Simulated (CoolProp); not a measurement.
p-xylene along the isobar 2560 kPa: density (kg/m³) from the reference equation and from simpler models built on Tc = 343.0 °C, pc = 3532 kPa, ω = 0.324; each cubic takes its own stable root.

Values from CoolProp's reference Helmholtz-energy equation of state, Zhou 2012.

| T (°C) | phase | reference |
|---|---|---|
| 187.15 | liquid | 707.2 |
| 199.45 | liquid | 693.6 |
| 211.75 | liquid | 679.4 |
| 224.05 | liquid | 664.5 |
| 236.25 | liquid | 648.9 |
| 248.55 | liquid | 632.2 |
| 260.85 | liquid | 614.1 |
| 273.15 | liquid | 594.4 |
| 285.45 | liquid | 572.2 |
| 297.75 | liquid | 546.3 |
| 309.95 | liquid | 514.0 |
| 322.25 | gas | 96.89 |
| 334.55 | gas | 85.71 |
| 346.85 | gas | 78.67 |

Q: How far does each simpler model (van der Waals, Soave-Redlich-Kwong, Peng-Robinson) lie from the reference over these 14 states: mean and median of the absolute difference, and the worst?

A: 
- van der Waals: mean 41.5 %, median 42.1 %, worst -83.1 % at 309.95 °C and 2560 kPa
- Soave-Redlich-Kwong: mean 13.6 %, median 14.2 %, worst -21.5 % at 309.95 °C and 2560 kPa
- Peng-Robinson: mean 4.1 %, median 3.3 %, worst -11.5 % at 309.95 °C and 2560 kPa

At some of these states van der Waals gives the other phase, because its saturation line lies elsewhere.
